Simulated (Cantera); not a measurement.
**Adiabatic ignition**

An adiabatic, constant-volume homogeneous reactor starts with 4.80 % CH4, 0.961 % CO, 19.8 % O2, 74.4 % N2, at 975 K and 100000 Pa.

Computed with Cantera and GRI-Mech 3.0 (53 species, 325 reactions). Below about 1000 K GRI-Mech 3.0 lacks low-temperature oxidation paths.

```json
[
 {"t (s)": "7.00e-6", "T (K)": "975", "P (bar)": "1.00", "x CH4": "0.0480", "x CO": "0.00961", "x O2": "0.198", "x NO": "<1e-12", "x HCO": "<1e-12", "x H2O2": "<1e-12"},
 {"t (s)": "2.05e-5", "T (K)": "975", "P (bar)": "1.00", "x CH4": "0.0480", "x CO": "0.00961", "x O2": "0.198", "x NO": "<1e-12", "x HCO": "<1e-12", "x H2O2": "<1e-12"},
 {"t (s)": "5.99e-5", "T (K)": "975", "P (bar)": "1.00", "x CH4": "0.0480", "x CO": "0.00961", "x O2": "0.198", "x NO": "<1e-12", "x HCO": "<1e-12", "x H2O2": "<1e-12"},
 {"t (s)": "0.000175", "T (K)": "975", "P (bar)": "1.00", "x CH4": "0.0480", "x CO": "0.00961", "x O2": "0.198", "x NO": "<1e-12", "x HCO": "<1e-12", "x H2O2": "<1e-12"},
 {"t (s)": "0.000512", "T (K)": "975", "P (bar)": "1.00", "x CH4": "0.0480", "x CO": "0.00961", "x O2": "0.198", "x NO": "<1e-12", "x HCO": "<1e-12", "x H2O2": "6.90e-12"},
 {"t (s)": "0.00150", "T (K)": "975", "P (bar)": "1.00", "x CH4": "0.0480", "x CO": "0.00961", "x O2": "0.198", "x NO": "<1e-12", "x HCO": "<1e-12", "x H2O2": "5.63e-11"},
 {"t (s)": "0.00438", "T (K)": "975", "P (bar)": "1.00", "x CH4": "0.0480", "x CO": "0.00961", "x O2": "0.198", "x NO": "<1e-12", "x HCO": "<1e-12", "x H2O2": "4.16e-10"},
 {"t (s)": "0.0128", "T (K)": "975", "P (bar)": "1.00", "x CH4": "0.0480", "x CO": "0.00961", "x O2": "0.198", "x NO": "<1e-12", "x HCO": "<1e-12", "x H2O2": "2.43e-9"},
 {"t (s)": "0.0374", "T (K)": "975", "P (bar)": "1.00", "x CH4": "0.0480", "x CO": "0.00961", "x O2": "0.198", "x NO": "<1e-12", "x HCO": "<1e-12", "x H2O2": "8.93e-9"},
 {"t (s)": "0.109", "T (K)": "975", "P (bar)": "1.00", "x CH4": "0.0480", "x CO": "0.00961", "x O2": "0.198", "x NO": "<1e-12", "x HCO": "<1e-12", "x H2O2": "1.91e-8"},
 {"t (s)": "0.320", "T (K)": "975", "P (bar)": "1.00", "x CH4": "0.0480", "x CO": "0.00960", "x O2": "0.198", "x NO": "<1e-12", "x HCO": "<1e-12", "x H2O2": "4.97e-8"},
 {"t (s)": "0.936", "T (K)": "977", "P (bar)": "1.00", "x CH4": "0.0478", "x CO": "0.00961", "x O2": "0.198", "x NO": "<1e-12", "x HCO": "5.09e-12", "x H2O2": "4.03e-7"},
 {"t (s)": "2.74", "T (K)": "2296", "P (bar)": "2.35", "x CH4": "<1e-12", "x CO": "0.00139", "x O2": "0.0915", "x NO": "0.0100", "x HCO": "8.12e-11", "x H2O2": "1.90e-7"},
 {"t (s)": "8.00", "T (K)": "2296", "P (bar)": "2.35", "x CH4": "<1e-12", "x CO": "0.00139", "x O2": "0.0915", "x NO": "0.0100", "x HCO": "8.12e-11", "x H2O2": "1.90e-7"}
]
```
x: mole fraction; the columns are a selection and need not sum to one.

| Quantity | Result |
|---|---|
| time of steepest temperature rise | 1.46 s |
| temperature at 8.00 s | 2296 K |
| equilibrium temperature | 2296 K |
| x(CH4) at 8.00 s | <1e-12 (gas-phase equilibrium <1e-12) |
| x(CO) at 8.00 s | 0.00139 (gas-phase equilibrium 0.00139) |
| x(O2) at 8.00 s | 0.0915 (gas-phase equilibrium 0.0915) |
